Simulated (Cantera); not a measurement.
What does this Cantera script print?

```python
import numpy as np
import cantera as ct

gas_names = """
    H2 OH TiO
""".split()
cond_names = """
    TiO2(ru) TiO2(L) Ti3O5(a) Ti3O5(b) Ti3O5(L) Ti(a) Ti(b) Ti(L)
""".split()


def load(file, names, dense=False):
    # The tables refer to 1 bar. Condensed volumes are neglected.
    table = {s.name: s for s in ct.Species.list_from_file(file)}
    out = []
    for n in names:
        d = dict(table[n].input_data)
        d["thermo"] = dict(d["thermo"], **{"reference-pressure": 1e5})
        if dense:
            d["equation-of-state"] = {"model": "constant-volume", "density": "1e6 g/cm^3"}
        out.append(ct.Species.from_dict(d))
    return out


species = {s.name: s for s in load("nasa_gas.yaml", gas_names) + load("nasa_condensed.yaml", cond_names)}
# Each term lists the table entries of one substance; the one whose range holds T is used.
reactions = {
    'H2(g) + 2 TiO2 = 2 OH(g) + 2 TiO(g)':
        [(-1, ['H2']), (-2, ['TiO2(ru)', 'TiO2(L)']), (2, ['OH']), (2, ['TiO'])],
    '2 Ti3O5 + 5 H2(g) = 6 Ti + 10 OH(g)':
        [(-2, ['Ti3O5(a)', 'Ti3O5(b)', 'Ti3O5(L)']), (-5, ['H2']), (6, ['Ti(a)', 'Ti(b)', 'Ti(L)']), (10, ['OH'])],
}


def pick(names, T):
    return next(species[n] for n in names if species[n].thermo.min_temp <= T <= species[n].thermo.max_temp)


results = []
for label, terms in reactions.items():
    print(label)
    print("     T/K   dH/kJ  dS/(J/K)   dG/kJ   log10 K")
    for T in [300, 2698, 2748, 2798, 2848, 2898, 2948, 2998]:
        used = [(nu, pick(names, T)) for nu, names in terms]
        dH = sum(nu * s.thermo.h(T) for nu, s in used) / 1e6
        dS = sum(nu * s.thermo.s(T) for nu, s in used) / 1e3
        dG = dH - T * dS / 1e3
        logK = -dG * 1e6 / (ct.gas_constant * T * np.log(10))
        results.append((label, T, dH, dS, dG, logK, [s.name for _, s in used]))
        print(f"{T:8g} {dH:8.1f} {dS:8.1f} {dG:8.1f} {logK:8.2f}")
```

Result:

```
H2(g) + 2 TiO2 = 2 OH(g) + 2 TiO(g)
     T/K   dH/kJ  dS/(J/K)   dG/kJ   log10 K
     300   2077.0    603.0   1896.1  -330.13
    2698   1818.5    445.6    616.2   -11.93
    2748   1814.3    444.1    593.9   -11.29
    2798   1810.0    442.6    571.8   -10.67
    2848   1805.8    441.1    549.7   -10.08
    2898   1801.6    439.6    527.7    -9.51
    2948   1797.5    438.2    505.7    -8.96
    2998   1793.3    436.8    483.8    -8.43
2 Ti3O5 + 5 H2(g) = 6 Ti + 10 OH(g)
     T/K   dH/kJ  dS/(J/K)   dG/kJ   log10 K
     300   5311.9   1109.6   4979.0  -866.90
    2698   4870.1    799.0   2714.5   -52.55
    2748   4866.6    797.7   2674.5   -50.84
    2798   4863.0    796.4   2634.7   -49.18
    2848   4859.5    795.1   2594.9   -47.59
    2898   4855.9    793.9   2555.2   -46.05
    2948   4852.4    792.7   2515.5   -44.57
    2998   4848.9    791.5   2475.9   -43.14
```

Cantera with NASA thermochemical tables; ideal gases at 1 bar, condensed phases pure. Condensed species are held in their standard states even where they would react or evaporate.
